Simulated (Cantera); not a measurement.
Input: 1 mol Ta, 0.27 mol CH4, 1.9 mol CO2, held at 1.00 bar.

These are equilibrium values from Cantera (NASA tables, ideal gas, pure condensed phases), not measurements of a reactor. Candidate condensed phases: C, C6H6, C7H8, C8H18, H2O, Ta, TaC, Ta2O5; 113 gas species. Mutual solubility and eutectic melting of coexisting phases are not modelled. TaC: taken at fixed stoichiometry. Condensed phases not in the tables: Ta2C. Equilibrium is a limit: real reactors are often held back by kinetics, nucleation or transport.

x: gas mole fraction; n: condensed amount in mol.

| T (K) | x CO | x H2 | x H2O | x CO2 | x CH4 | x H | x C2H2 (acetylene) | n C(graphite) | n Ta2O5(s) | n TaC(s) |
|---|---|---|---|---|---|---|---|---|---|---|
| 1350 | 0.705 | 0.292 | 0.00118 | 0.00145 | 0.000492 | 1.29e-6 | 3.62e-7 | 0.874 | 0.500 | 0 |
| 1400 | 0.779 | 0.218 | 0.000926 | 0.00152 | 0.000141 | 2.27e-6 | 2.58e-7 | 0 | 0.375 | 0.250 |
| 1450 | 0.779 | 0.218 | 0.00101 | 0.00151 | 6.62e-5 | 4.42e-6 | 1.88e-7 | 0 | 0.375 | 0.250 |
| 1500 | 0.779 | 0.218 | 0.00109 | 0.00151 | (withheld) | (withheld) | (withheld) | 0 | 0.375 | 0.250 |
| 1550 | 0.779 | 0.218 | 0.00118 | 0.00150 | (withheld) | (withheld) | (withheld) | 0 | 0.375 | 0.250 |
| 1600 | 0.779 | 0.218 | 0.00126 | 0.00149 | 9.18e-6 | 2.54e-5 | 8.36e-8 | 0 | 0.375 | 0.251 |
| 1650 | 0.779 | 0.218 | 0.00134 | 0.00149 | 5.16e-6 | 4.24e-5 | 6.62e-8 | 0 | 0.375 | 0.251 |
| 1700 | 0.779 | 0.218 | 0.00142 | 0.00149 | 3.00e-6 | 6.88e-5 | 5.32e-8 | 0 | 0.375 | 0.251 |
| 1750 | 0.779 | 0.218 | 0.00150 | 0.00148 | 1.81e-6 | 0.000109 | 4.34e-8 | 0 | 0.375 | 0.251 |
| 1800 | 0.779 | 0.218 | 0.00158 | 0.00148 | 1.12e-6 | 0.000167 | 3.58e-8 | 0 | 0.375 | 0.251 |

Fill in the missing entries.


- 1500, x CH4: 3.28e-5
- 1500, x H: 8.23e-6
- 1500, x C2H2 (acetylene): 1.41e-7
- 1550, x CH4: 1.70e-5
- 1550, x H: 1.47e-5
- 1550, x C2H2 (acetylene): 1.08e-7
